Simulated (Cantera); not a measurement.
Feed: 1 mol HMDSO, 3.1 mol H₂O, 33 mol N₂, held at 1.00 Torr.

Cantera equilibrium calculation (NASA polynomials, part measured and part estimated; ideal gas, pure solids and liquids). Candidate condensed phases: C, C₆H₆, C₇H₈, C₈H₁₈, H₂O, Si, SiC, SiO₂, Si₂N₂O, Si₃N₄; 151 gas species. The feed counts by its element totals alone. N₂ is the only nitrogen source here; it is nearly inert below about 1500 K, so the nitride shown seldom forms there in practice. Mutual solubility and eutectic melting of coexisting phases are not modelled. Equilibrium is a limit: real reactors are often held back by kinetics, nucleation or transport.

**Question.** Which condensed phases are stable at each of these points (T (°C)): 1025, 1075, 1125, 1175, 1225, 1275, 1325?

**Answer.** 
```csv
T (°C),condensed phases,Si condensed (%)
1025,C(graphite) + Si₂N₂O(s),100.0
1075,C(graphite) + Si₂N₂O(s),100.0
1125,C(graphite) + Si₂N₂O(s),99.8
1175,SiC(s) + Si₂N₂O(s),99.2
1225,SiC(s),97.3
1275,SiC(s),97.2
1325,SiC(s),97.0
```

From 1025 °C to 1125 °C the condensed part is C(graphite) + Si₂N₂O(s). At 1175 °C the condensed part is SiC(s) + Si₂N₂O(s). From 1225 °C to 1325 °C the condensed part is SiC(s).
